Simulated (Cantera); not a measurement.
Charge: 1 mol TiO₂, 1.8 mol Cl₂, 0.083 mol H₂, equilibrated at 0.0133 bar.

Method: chemical equilibrium by Gibbs-energy minimisation in Cantera with the NASA 1993 tables (ideal gas, pure condensed phases). Candidate condensed phases: H₂O, Ti, TiCl₂, TiCl₃, TiCl₄, TiO, TiO₂, Ti₂O₃, Ti₃O₅, Ti₄O₇; 23 gas species. Condensed phases not in the tables: TiOCl. Rates play no part.

x: gas mole fraction; n: condensed amount in mol.

```json
[
 {"T (°C)": "677", "x Cl₂": "0.910", "x Cl": "0.00146", "x HCl": "0.0881", "x TiCl₄": "0.000385", "x O₂": "0.000381", "n TiO₂(rutile)": "0.999"},
 {"T (°C)": "727", "x Cl₂": "0.907", "x Cl": "0.00320", "x HCl": "0.0880", "x TiCl₄": "0.000673", "x O₂": "0.000668", "n TiO₂(rutile)": "0.999"},
 {"T (°C)": "777", "x Cl₂": "0.903", "x Cl": "0.00652", "x HCl": "0.0879", "x TiCl₄": "0.00111", "x O₂": "0.00111", "n TiO₂(rutile)": "0.998"},
 {"T (°C)": "827", "x Cl₂": "0.896", "x Cl": "?", "x HCl": "0.0876", "x TiCl₄": "?", "x O₂": "?", "n TiO₂(rutile)": "0.997"},
 {"T (°C)": "877", "x Cl₂": "0.885", "x Cl": "0.0223", "x HCl": "0.0872", "x TiCl₄": "0.00262", "x O₂": "0.00262", "n TiO₂(rutile)": "0.995"},
 {"T (°C)": "927", "x Cl₂": "0.868", "x Cl": "0.0381", "x HCl": "0.0865", "x TiCl₄": "0.00377", "x O₂": "0.00377", "n TiO₂(rutile)": "0.993"},
 {"T (°C)": "977", "x Cl₂": "0.842", "x Cl": "0.0620", "x HCl": "0.0854", "x TiCl₄": "0.00521", "x O₂": "0.00520", "n TiO₂(rutile)": "0.990"},
 {"T (°C)": "1027", "x Cl₂": "0.806", "x Cl": "0.0964", "x HCl": "0.0839", "x TiCl₄": "0.00689", "x O₂": "0.00688", "n TiO₂(rutile)": "0.986"},
 {"T (°C)": "1077", "x Cl₂": "0.757", "x Cl": "0.144", "x HCl": "0.0818", "x TiCl₄": "0.00874", "x O₂": "0.00871", "n TiO₂(rutile)": "0.982"},
 {"T (°C)": "1127", "x Cl₂": "0.695", "x Cl": "0.205", "x HCl": "0.0791", "x TiCl₄": "0.0106", "x O₂": "0.0105", "n TiO₂(rutile)": "0.978"},
 {"T (°C)": "1177", "x Cl₂": "0.619", "x Cl": "0.281", "x HCl": "0.0758", "x TiCl₄": "0.0122", "x O₂": "0.0122", "n TiO₂(rutile)": "0.973"},
 {"T (°C)": "1227", "x Cl₂": "?", "x Cl": "?", "x HCl": "0.0719", "x TiCl₄": "0.0133", "x O₂": "0.0133", "n TiO₂(rutile)": "0.969"},
 {"T (°C)": "1277", "x Cl₂": "0.440", "x Cl": "0.465", "x HCl": "0.0677", "x TiCl₄": "0.0138", "x O₂": "0.0137", "n TiO₂(rutile)": "0.966"}
]
```

### Question
What belongs in the gaps?

### Answer

- 1227, x Cl₂: 0.532
- 1227, x Cl: 0.369
- 827, x Cl: 0.0124
- 827, x TiCl₄: 0.00175
- 827, x O₂: 0.00174
